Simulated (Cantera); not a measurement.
Mixture: CH4 : O2 : N2 = 1 : 3.85 : 14.5 (molar parts), at 0.420 bar, adiabatic and at constant pressure. Ignition delay is the time to a rise of 400 K.

Cantera simulation using GRI-Mech 3.0 (53 species, 325 reactions); the numbers are that mechanism's predictions, not measurements.

What does this change do: 0.028 parts H2 added?


```csv
quantity,before,after
delay at 1198 K,67.2 ms,48.7 ms
delay at 1398 K,5.11 ms,4.27 ms
delay at 1598 K,0.879 ms,0.800 ms
delay at 1798 K,0.249 ms,0.236 ms
delay at 1998 K,93.3 µs,90.0 µs
apparent activation energy between 1798 and 1998 K,150 kJ/mol,140 kJ/mol
```
